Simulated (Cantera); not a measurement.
A perfectly stirred reactor is fed with N2O : H2O = 1 : 0.076 (molar parts), at 1.01 bar; it is held at 1125 K, and followed from long to short residence time.

Cantera simulation using GRI-Mech 3.0 (53 species, 325 reactions); the numbers are that mechanism's predictions, not measurements. GRI-Mech 3.0 was tuned for natural gas; its chemistry of N2O as a main component is partial and can be far from experiment. The mechanism lacks the step 2 NO + O2 → 2 NO2, which can matter for NO2 below about 1400 K. The temperature is held fixed by assumption; the heat of reaction is taken as removed at once.

Task: What does this change do: H2O 0.076 to 0.28 parts?

Result: 
```json
[
 {"quantity": "x(N2O) at τ = 10.0 s", "before": "0.313", "after": "0.221"},
 {"quantity": "x(H2O) at τ = 10.0 s", "before": "0.0558", "after": "0.175"},
 {"quantity": "x(N2) at τ = 10.0 s", "before": "0.412", "after": "0.396"},
 {"quantity": "x(HO2) at τ = 10.0 s", "before": "7.32e-8", "after": "1.83e-7"},
 {"quantity": "x(H) at τ = 10.0 s", "before": "2.22e-10", "after": "4.03e-10"},
 {"quantity": "x(N2O) at τ = 69.0 ms", "before": "0.913", "after": "0.763"},
 {"quantity": "x(H2O) at τ = 69.0 ms", "before": "0.0702", "after": "0.217"},
 {"quantity": "x(N2) at τ = 69.0 ms", "before": "0.0106", "after": "0.0130"},
 {"quantity": "x(HO2) at τ = 69.0 ms", "before": "1.53e-6", "after": "2.58e-6"},
 {"quantity": "x(H) at τ = 69.0 ms", "before": "5.65e-10", "after": "1.81e-9"}
]
```
